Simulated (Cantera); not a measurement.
Feed: 1 mol SiC, 1.5 mol N2O, a varied amount of N2, held at 1475 °C and 1.00 bar.

These are equilibrium values from Cantera (NASA tables, ideal gas, pure condensed phases), not measurements of a reactor. Candidate condensed phases: C, Si, SiC, SiO2, Si2N2O, Si3N4; 34 gas species. Mutual solubility and eutectic melting of coexisting phases are not modelled. Rates play no part.

Which condensed phases are stable at each of these points (n(N2) (mol)): 83, 110, 150, 210, 280, 390, 530?


| n(N2) (mol) | condensed phases | Si condensed (%) |
|---|---|---|
| 83 | C(graphite) + Si2N2O(s) | 99.7 |
| 110 | C(graphite) + Si2N2O(s) | 99.6 |
| 150 | C(graphite) + Si2N2O(s) | 99.6 |
| 210 | SiC(s) + Si2N2O(s) | 99.5 |
| 280 | SiC(s) + Si2N2O(s) | 99.3 |
| 390 | Si2N2O(s) + Si3N4(s) | 99.1 |
| 530 | Si2N2O(s) + Si3N4(s) | 98.8 |

From 83 mol N2 to 150 mol N2 the condensed part is C(graphite) + Si2N2O(s). From 210 mol N2 to 280 mol N2 the condensed part is SiC(s) + Si2N2O(s). From 390 mol N2 to 530 mol N2 the condensed part is Si2N2O(s) + Si3N4(s).
